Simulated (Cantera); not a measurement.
**Moist CO burnout**

An isothermal, constant-pressure homogeneous reactor starts with CO : O₂ : H₂O : N₂ = 0.028 : 0.057 : 0.031 : 1 (molar parts), equivalence ratio 0.25, at 1150 K and 97.5 Torr.

Detailed kinetics in Cantera: GRI-Mech 3.0 (53 species, 325 reactions).

| t (s) | x CO | x O₂ | x H₂O | x CO₂ | x H | x OH | x O |
|---|---|---|---|---|---|---|---|
| 0.000100 | 0.0251 | 0.0511 | 0.0278 | 3.64e-10 | 3.56e-12 | 1.37e-11 | 3.52e-10 |
| 0.000209 | 0.0251 | 0.0511 | 0.0278 | 7.85e-10 | 2.06e-11 | 4.89e-11 | 7.28e-10 |
| 0.000436 | 0.0251 | 0.0511 | 0.0278 | 1.83e-9 | 1.07e-10 | 1.82e-10 | 1.56e-9 |
| 0.000911 | 0.0251 | 0.0511 | 0.0278 | 5.42e-9 | 5.40e-10 | 7.73e-10 | 4.00e-9 |
| 0.00190 | 0.0251 | 0.0511 | 0.0278 | 3.07e-8 | 3.83e-9 | 5.13e-9 | 1.98e-8 |
| 0.00397 | 0.0251 | 0.0511 | 0.0278 | 8.03e-7 | 1.03e-7 | 1.37e-7 | 4.91e-7 |
| 0.00829 | 0.0246 | 0.0507 | 0.0277 | 0.000518 | 8.01e-5 | 7.23e-5 | 0.000276 |
| 0.0173 | 0.00731 | 0.0422 | 0.0261 | 0.0179 | 0.00182 | 0.000496 | 0.00179 |
| 0.0362 | 0.000938 | 0.0393 | 0.0278 | 0.0244 | 0.000149 | 0.000218 | 0.000314 |
| 0.0755 | 0.000178 | 0.0391 | 0.0281 | 0.0252 | 1.02e-5 | 8.81e-5 | 5.19e-5 |
| 0.158 | 3.85e-5 | 0.0390 | 0.0281 | 0.0254 | 1.03e-6 | 4.13e-5 | 1.11e-5 |
| 0.329 | 8.24e-6 | 0.0390 | 0.0281 | 0.0254 | 1.24e-7 | 2.07e-5 | 2.71e-6 |
| 0.688 | 1.67e-6 | 0.0390 | 0.0281 | 0.0254 | 1.74e-8 | 1.08e-5 | 7.35e-7 |
| 1.44 | 3.19e-7 | 0.0390 | 0.0281 | 0.0254 | 2.90e-9 | 6.02e-6 | 2.25e-7 |
| 3.00 | 6.43e-8 | 0.0390 | 0.0281 | 0.0254 | 5.95e-10 | 3.57e-6 | 7.92e-8 |
x: mole fraction; the columns are a selection and need not sum to one.

Equilibrium at this temperature and pressure: CO 1.83e-9, O₂ 0.0390, H₂O 0.0281, CO₂ 0.0254, H 8.61e-12, OH 8.57e-7, O 4.58e-9 (gas phase only).
